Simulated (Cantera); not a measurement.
A diamond (100) surface in a fixed gas of H2 with x(CH4) = 0.0025, x(H) = 0.0011, at 975 K, 90.0 Torr; coverages are run to steady state.

Model: the Harris–Goodwin 1993 mechanism for the reconstructed diamond (100) surface, integrated in Cantera.

θ: site fractions in the mechanism's names (c6HH fully hydrogenated, c6H* and c6*H radical sites, c6** diradical, c6HM methylated).

```
x(CH3)   growth (µm/h)  θ c6HH  θ c6H*  θ c6*H   θ c6**    θ c6HM
-------  -------------  ------  ------  ------  -------  --------
1e-06           0.0534   0.622  0.0161   0.354  0.00770  0.000520
2.2e-06          0.117   0.621  0.0161   0.353  0.00769   0.00114
5e-06              ___   0.620  0.0161   0.353  0.00768       ___
1.1e-05            ___   0.618  0.0160   0.351  0.00763       ___
2.5e-05           1.31   0.612  0.0158   0.348  0.00754    0.0128
5.5e-05           2.82   0.600  0.0155   0.341  0.00734    0.0275
0.00012           5.87   0.575  0.0149   0.326  0.00693    0.0572
0.00027           11.9   0.527  0.0136   0.298  0.00613     0.116
0.0006            21.9   0.447  0.0114   0.251  0.00484     0.214
```

Q: Fill in the missing entries.

A: 
- 5e-06, growth (µm/h): 0.266
- 5e-06, θ c6HM: 0.00259
- 1.1e-05, growth (µm/h): 0.583
- 1.1e-05, θ c6HM: 0.00568
